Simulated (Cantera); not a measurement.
A perfectly stirred reactor is fed with CO : H2 : O2 : N2 = 1 : 0.23 : 1.37 : 5.14 (molar parts), equivalence ratio 0.45, at 7500 Torr; it is adiabatic with a 600 K inlet, and is followed from long to short residence time, starting on the burning branch (τ in s: 0.086, 0.039, 0.018, 0.0079, 0.0036, 0.0016, 0.00072, 0.00033, 0.00015, 6.6e-05).

Cantera simulation using GRI-Mech 3.0 (53 species, 325 reactions); the numbers are that mechanism's predictions, not measurements. The hydrogen kinetics of GRI-Mech 3.0 are dated; newer H2 mechanisms differ, most at raised pressure.

Q: What does this change do: inlet temperature 600 to 575 K?

A: 
| quantity | before | after |
|---|---|---|
| blow-out, bracketed by the residence times tried | burning at 0.150 ms, out at 66.0 µs | burning at 0.150 ms, out at 66.0 µs |
| x(CO) at τ = 86.0 ms | 0.000254 | 0.000254 |
| x(H2) at τ = 86.0 ms | 8.43e-6 | 8.15e-6 |
| x(O2) at τ = 86.0 ms | 0.106 | 0.106 |
| x(H2O) at τ = 86.0 ms | 0.0321 | 0.0321 |
| x(NO) at τ = 86.0 ms | 9.78e-5 | 7.67e-5 |
| x(CO) at τ = 1.60 ms | 0.00370 | 0.00380 |
| x(H2) at τ = 1.60 ms | 9.54e-5 | 9.64e-5 |
| x(O2) at τ = 1.60 ms | 0.107 | 0.107 |
| x(H2O) at τ = 1.60 ms | 0.0316 | 0.0316 |
| x(NO) at τ = 1.60 ms | 4.18e-5 | 3.75e-5 |

Q: What does this change do: H2 0.23 to 0.3 parts?

A: 
```tsv
quantity	before	after
blow-out, bracketed by the residence times tried	burning at 0.150 ms, out at 66.0 µs	burning at 66.0 µs, the shortest tried
x(CO) at τ = 86.0 ms	0.000254	0.000251
x(H2) at τ = 86.0 ms	8.43e-6	1.21e-5
x(O2) at τ = 86.0 ms	0.106	0.100
x(H2O) at τ = 86.0 ms	0.0321	0.0416
x(NO) at τ = 86.0 ms	9.78e-5	0.000171
x(CO) at τ = 1.60 ms	0.00370	0.00328
x(H2) at τ = 1.60 ms	9.54e-5	0.000117
x(O2) at τ = 1.60 ms	0.107	0.101
x(H2O) at τ = 1.60 ms	0.0316	0.0410
x(NO) at τ = 1.60 ms	4.18e-5	4.73e-5
```
